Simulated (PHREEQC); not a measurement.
A PHREEQC speciation (ion-association model, wateq4f.dat) at 65 °C gives pH 3.73 and these molalities:

| species | mol/kgw |
|---|---|
| Na+ | 0.245 |
| SO4-2 | 0.106 |
| NaSO4- | 0.0348 |
| CuSO4 | 0.00271 |
| Cu+2 | 0.00199 |
| HSO4- | 0.00164 |
| H+ | 0.000243 |

Task: What are the element totals, and what could have been dissolved in 1 kg of water to give them?

Result: Several could match; the one computed here: totals Cu(2) 0.00470, Na 0.280, S(6) 0.146 mol/kgw, from 0.0047 mol/kgw CuSO4, 0.00094 mol/kgw H2SO4 and 0.14 mol/kgw Na2SO4.

Precipitation was switched off in this run. Constants without temperature data keep their 25 °C values here.
